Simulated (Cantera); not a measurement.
**Ignition delay**

Mixture: CO : H2 : CH4 : O2 : N2 = 1 : 1.2 : 0.21 : 3.17 : 11.9 (molar parts), equivalence ratio 0.48, at 248 Torr, adiabatic and at constant pressure. Ignition delay is the time to a rise of 400 K.

Detailed kinetics in Cantera: GRI-Mech 3.0 (53 species, 325 reactions). Below about 1000 K GRI-Mech 3.0 lacks low-temperature oxidation paths. Where the delays flatten at high temperature, the 400 K rule measures the pace of heat release, not the induction time.

| T0 (K) | delay (ms) |
|---|---|
| 975 | 1.36 |
| 1050 | 0.663 |
| 1125 | 0.419 |
| 1200 | 0.308 |
| 1275 | 0.252 |
| 1350 | 0.224 |
| 1425 | 0.215 |
| 1500 | 0.220 |
| 1575 | 0.234 |
| 1650 | 0.257 |
